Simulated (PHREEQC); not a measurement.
# Acid rinse or clean (model solution)

A solution holds 0.038 mol/kgw HNO3, 0.091 mol/kgw ZnSO4 and 0.00065 mol/kgw MnSO4, at 25 °C. Closed to the air; pH follows from the charge balance.

Equilibrium calculation in PHREEQC: ion-association model, wateq4f.dat.

This is a speciation only: nothing precipitates in the calculation.

Predict the pH.

pH 1.79.

In which forms is Zn present?

Zn+2 58 %, ZnSO4 34 %, Zn(SO4)2-2 7.8 % of the Zn.

Species that the database lacks are ignored.
